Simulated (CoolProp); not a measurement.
Vapour-liquid equilibrium of R22 (1) + methanol (2) at 291.7 K; x and y are mole fractions of (1).

Values from CoolProp's multi-fluid Helmholtz-energy mixture model, Kamei 1995 and de Reuck 1993; pair parameters Bell 2016.

```json
[
 {"x": "0.05", "bubble pressure (MPa)": "0.08404", "y at the bubble point": "0.860", "dew pressure at overall composition x (MPa)": "0.01268", "liquid density (mol/L)": "24.11"},
 {"x": "0.125", "bubble pressure (MPa)": "0.1813", "y at the bubble point": "0.938", "dew pressure at overall composition x (MPa)": "0.01377", "liquid density (mol/L)": "23.21"},
 {"x": "0.2", "bubble pressure (MPa)": "0.2670", "y at the bubble point": "0.959", "dew pressure at overall composition x (MPa)": "0.01504", "liquid density (mol/L)": "22.34"},
 {"x": "0.275", "bubble pressure (MPa)": "0.3425", "y at the bubble point": "0.970", "dew pressure at overall composition x (MPa)": "0.01658", "liquid density (mol/L)": "21.50"},
 {"x": "0.35", "bubble pressure (MPa)": "0.4094", "y at the bubble point": "0.976", "dew pressure at overall composition x (MPa)": "0.01848", "liquid density (mol/L)": "20.69"},
 {"x": "0.425", "bubble pressure (MPa)": "0.4691", "y at the bubble point": "0.980", "dew pressure at overall composition x (MPa)": "0.02086", "liquid density (mol/L)": "19.89"},
 {"x": "0.5", "bubble pressure (MPa)": "0.5229", "y at the bubble point": "0.983", "dew pressure at overall composition x (MPa)": "0.02396", "liquid density (mol/L)": "19.12"},
 {"x": "0.575", "bubble pressure (MPa)": "0.5725", "y at the bubble point": "0.985", "dew pressure at overall composition x (MPa)": "0.02814", "liquid density (mol/L)": "18.36"},
 {"x": "0.65", "bubble pressure (MPa)": "0.6195", "y at the bubble point": "0.988", "dew pressure at overall composition x (MPa)": "0.03410", "liquid density (mol/L)": "17.60"},
 {"x": "0.725", "bubble pressure (MPa)": "0.6658", "y at the bubble point": "0.990", "dew pressure at overall composition x (MPa)": "0.04327", "liquid density (mol/L)": "16.86"},
 {"x": "0.8", "bubble pressure (MPa)": "0.7138", "y at the bubble point": "0.992", "dew pressure at overall composition x (MPa)": "0.05918", "liquid density (mol/L)": "16.11"},
 {"x": "0.875", "bubble pressure (MPa)": "0.7662", "y at the bubble point": "0.994", "dew pressure at overall composition x (MPa)": "0.09359", "liquid density (mol/L)": "15.35"},
 {"x": "0.95", "bubble pressure (MPa)": "0.8267", "y at the bubble point": "0.997", "dew pressure at overall composition x (MPa)": "0.2224", "liquid density (mol/L)": "14.58"}
]
```

No azeotrope shows between x = 0.05 and 0.95.

Pair parameters are fitted to limited data, so mixtures are less certain than the pure fluids. The gap from Raoult's law changes sign with composition, which may be real or a fault of the pair parameters; it wasn't checked against measurements. With so large a gap from Raoult's law the liquid may split in two, which this calculation doesn't test in full.
